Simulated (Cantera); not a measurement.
A perfectly stirred reactor is fed with CH3OH : O2 : N2 = 1 : 2.03 : 7.62 (molar parts), equivalence ratio 0.74, at 5550 Torr; it is adiabatic with a 400 K inlet, and is followed from long to short residence time, starting on the burning branch (τ in s: 0.46, 0.16, 0.057, 0.02, 0.0072, 0.0026, 0.00091, 0.00032, 0.00011, 4e-05, 1.4e-05, 5.1e-06).

Model: GRI-Mech 3.0 (53 species, 325 reactions), integrated in Cantera. GRI-Mech 3.0 was tuned for natural gas; its chemistry of methanol as a main component is partial and can be far from experiment.

Task: What does this change do: inlet temperature 400 to 450 K?

Result: 
```csv
quantity,before,after
"blow-out, bracketed by the residence times tried","burning at 40.0 µs, out at 14.0 µs","burning at 40.0 µs, out at 14.0 µs"
x(CH3OH) at τ = 0.460 s,1.24e-7,1.02e-7
x(O2) at τ = 0.460 s,0.0467,0.0464
x(CO) at τ = 0.460 s,0.000249,0.000323
x(HCO) at τ = 0.460 s,1.13e-9,1.10e-9
x(O) at τ = 0.460 s,6.28e-5,8.02e-5
x(CH3OH) at τ = 0.910 ms,2.60e-5,2.33e-5
x(O2) at τ = 0.910 ms,0.0486,0.0485
x(CO) at τ = 0.910 ms,0.00312,0.00312
x(HCO) at τ = 0.910 ms,5.82e-7,5.62e-7
x(O) at τ = 0.910 ms,0.000342,0.000370
```

Task: What does this change do: O2 2.03 to 1.2 parts?

Result: 
| quantity | before | after |
|---|---|---|
| blow-out, bracketed by the residence times tried | burning at 40.0 µs, out at 14.0 µs | burning at 0.110 ms, out at 40.0 µs |
| x(CH3OH) at τ = 0.460 s | 1.24e-7 | 8.87e-7 |
| x(O2) at τ = 0.460 s | 0.0467 | 2.78e-5 |
| x(CO) at τ = 0.460 s | 0.000249 | 0.0327 |
| x(HCO) at τ = 0.460 s | 1.13e-9 | 1.95e-8 |
| x(O) at τ = 0.460 s | 6.28e-5 | 1.91e-7 |
| x(CH3OH) at τ = 0.910 ms | 2.60e-5 | 3.48e-5 |
| x(O2) at τ = 0.910 ms | 0.0486 | 0.00115 |
| x(CO) at τ = 0.910 ms | 0.00312 | 0.0344 |
| x(HCO) at τ = 0.910 ms | 5.82e-7 | 1.29e-6 |
| x(O) at τ = 0.910 ms | 0.000342 | 4.42e-5 |

Task: What does this change do: CH3OH 1 to 0.74 parts?

Result: 
| quantity | before | after |
|---|---|---|
| blow-out, bracketed by the residence times tried | burning at 40.0 µs, out at 14.0 µs | burning at 0.910 ms, out at 0.320 ms |
| x(CH3OH) at τ = 0.460 s | 1.24e-7 | 6.63e-7 |
| x(O2) at τ = 0.460 s | 0.0467 | 0.0854 |
| x(CO) at τ = 0.460 s | 0.000249 | 3.75e-5 |
| x(HCO) at τ = 0.460 s | 1.13e-9 | 1.13e-9 |
| x(O) at τ = 0.460 s | 6.28e-5 | 6.70e-6 |
| x(CH3OH) at τ = 0.910 ms | 2.60e-5 | 0.000105 |
| x(O2) at τ = 0.910 ms | 0.0486 | 0.0879 |
| x(CO) at τ = 0.910 ms | 0.00312 | 0.00498 |
| x(HCO) at τ = 0.910 ms | 5.82e-7 | 5.81e-7 |
| x(O) at τ = 0.910 ms | 0.000342 | 0.000103 |
